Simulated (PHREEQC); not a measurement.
Model water analysis in mmol/kgw, 13 °C, pH 7.14, pe 8.8:

```csv
constituent,mmol/kgw
Na,155
K,3.02
Ca,7.47
Mg,11.4
Cl,163
S(6),14.1
Alkalinity (meq/kgw),5.51
O(0) (counted as O atoms),0.276
Cd,2.74
Si,0.603
N(5),1.78
```

Cl is adjusted to close the charge balance.
Valence states are taken as typed.

Model: ion-association model, wateq4f.dat, run in PHREEQC.

This is a speciation only: nothing precipitates in the calculation.

Problem. Predict the ionic strength.

Solution. ionic strength 0.217 mol/kgw.

Problem. In which forms is Cl present?

Solution. Cl- 98 %, CdCl+ 1.0 %, CdCl2 0.7 % of the Cl.

The solution is supersaturated, for example in Otavite, Quartz (slow to form), so a real one may precipitate; this is no full list. Complexes and solids missing from the database can't appear. Away from 25 °C the constants follow the database's enthalpies or fits; those with neither stay at their 25 °C values.
